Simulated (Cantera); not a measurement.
Charge: 1 mol Fe, 3.9 mol CO, 3.4 mol H2, at 1325 °C and 1 atm.

Cantera equilibrium calculation (NASA polynomials, part measured and part estimated; ideal gas, pure solids and liquids). Candidate condensed phases: C, C6H6, C7H8, C8H18, Fe, Fe(CO)5, FeO, Fe(OH)2, Fe(OH)3, Fe2O3, Fe3O4, H2O; 114 gas species. Kinetics and transport are ignored.

Base state: CO 0.534, H2 0.465, CH4 0.000323, H2O 0.000249, CO2 9.54e-5, H 3.61e-5, C2H2 (acetylene) 1.00e-5 (mole fractions); condensed: Fe(γ).

Problem. What changes in the equilibrium state with this change: Fe replaced by Si?

Solution. 
```
species                before     after
-------------------  --------  --------
H2                      0.465     0.640
CO                      0.534     0.359
CH4                  0.000323  0.000684
SiO                         0   7.52e-5
CO2                   9.54e-5   3.84e-5
C2H2 (acetylene)      1.00e-5   1.73e-5
H2O                  0.000249  0.000206
H                     3.61e-5   4.24e-5
Fe(γ), mol              1.000         0
C(graphite), mol            0      2.00
SiO2(β-quartz), mol         0     1.000
```
The tables hold silica as quartz up to 1696 K and as liquid above; real silica turns to tridymite and cristobalite and melts near 1996 K. Further candidate phases: Si, SiC, SiO2.
